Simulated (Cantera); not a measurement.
A perfectly stirred reactor is fed with CH4 : O2 : N2 = 1 : 2.63 : 9.89 (molar parts), at 1.70 bar; it is adiabatic with a 525 K inlet, and is followed from long to short residence time, starting on the burning branch (τ in s: 0.21, 0.078, 0.029, 0.011, 0.004, 0.0015, 0.00055, 0.0002, 7.6e-05, 2.8e-05).

Cantera simulation using GRI-Mech 3.0 (53 species, 325 reactions); the numbers are that mechanism's predictions, not measurements.

Predict: blow-out, bracketed by the residence times tried; x(CH4) at τ = 0.210 s; x(O2) at τ = 0.210 s; x(CO2) at τ = 0.210 s; x(CH3) at τ = 0.210 s; x(H2) at τ = 0.210 s; x(CH4) at τ = 1.50 ms; x(O2) at τ = 1.50 ms; x(CO2) at τ = 1.50 ms; x(CH3) at τ = 1.50 ms; x(H2) at τ = 1.50 ms.


| Property | Result |
|---|---|
| blow-out, bracketed by the residence times tried | burning at 76.0 µs, out at 28.0 µs |
| x(CH4) at τ = 0.210 s | 1.49e-6 |
| x(O2) at τ = 0.210 s | 0.0459 |
| x(CO2) at τ = 0.210 s | 0.0730 |
| x(CH3) at τ = 0.210 s | 5.59e-7 |
| x(H2) at τ = 0.210 s | 0.000344 |
| x(CH4) at τ = 1.50 ms | 6.89e-5 |
| x(O2) at τ = 1.50 ms | 0.0486 |
| x(CO2) at τ = 1.50 ms | 0.0672 |
| x(CH3) at τ = 1.50 ms | 2.10e-5 |
| x(H2) at τ = 1.50 ms | 0.00215 |
